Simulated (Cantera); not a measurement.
A perfectly stirred reactor is fed with C₂H₄ : O₂ : N₂ : CO₂ = 1 : 2.31 : 8.68 : 0.28 (molar parts), equivalence ratio 1.3, at 9.87 atm; it is adiabatic with a 648 K inlet, and is followed from long to short residence time, starting on the burning branch (τ in s: 0.14, 0.069, 0.034, 0.017, 0.0082, 0.0041, 0.002, 0.00099, 0.00049, 0.00024, 0.00012, 5.9e-05, 2.9e-05).

Computed with Cantera and GRI-Mech 3.0 (53 species, 325 reactions). GRI-Mech 3.0 was tuned for natural gas; its chemistry of ethylene as a main component is partial and can be far from experiment.

**Question.** Predict: blow-out, bracketed by the residence times tried; x(C₂H₄) at τ = 0.140 s; x(O₂) at τ = 0.140 s; x(CO₂) at τ = 0.140 s; x(CH₂) at τ = 0.140 s; x(C₂H₄) at τ = 2.00 ms; x(O₂) at τ = 2.00 ms; x(CO₂) at τ = 2.00 ms; x(CH₂) at τ = 2.00 ms.

**Answer.** blow-out, bracketed by the residence times tried: burning at 29.0 µs, the shortest tried
x(C₂H₄) at τ = 0.140 s: 1.27e-7
x(O₂) at τ = 0.140 s: 0.000173
x(CO₂) at τ = 0.140 s: 0.0888
x(CH₂) at τ = 0.140 s: 2.41e-8
x(C₂H₄) at τ = 2.00 ms: 6.34e-6
x(O₂) at τ = 2.00 ms: 0.000593
x(CO₂) at τ = 2.00 ms: 0.0880
x(CH₂) at τ = 2.00 ms: 1.24e-6
